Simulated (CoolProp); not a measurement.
The fluid at 502.27 K and 0.253 MPa is compressed adiabatically to 0.593 MPa with isentropic efficiency 0.9. The same conditions are run with several fluids, on thermodynamics alone (safety and materials aside).

Values from CoolProp's reference Helmholtz-energy equation of state of each fluid (octamethylcyclotetrasiloxane (D4): Thol 2015; propylene: Lemmon 2013; carbonyl sulfide: Lemmon 2006; normal hydrogen: Leachman 2009).

Rank octamethylcyclotetrasiloxane (D4), propylene, carbonyl sulfide, normal hydrogen by work (kJ/kg), highest first.

normal hydrogen (2220), propylene (96.6), carbonyl sulfide (70.3), octamethylcyclotetrasiloxane (D4) (9.59)

```json
[
 {"fluid": "octamethylcyclotetrasiloxane (D4)", "final temperature (K)": "534.7", "final phase": "two-phase, vapour fraction 0.544", "final density (kg/m³)": "94.7"},
 {"fluid": "propylene", "final temperature (K)": "544.7", "final phase": "gas", "final density (kg/m³)": "5.57"},
 {"fluid": "carbonyl sulfide", "final temperature (K)": "587.9", "final phase": "gas", "final density (kg/m³)": "7.34"},
 {"fluid": "normal hydrogen", "final temperature (K)": "654.8", "final phase": "gas", "final density (kg/m³)": "0.219"}
]
```
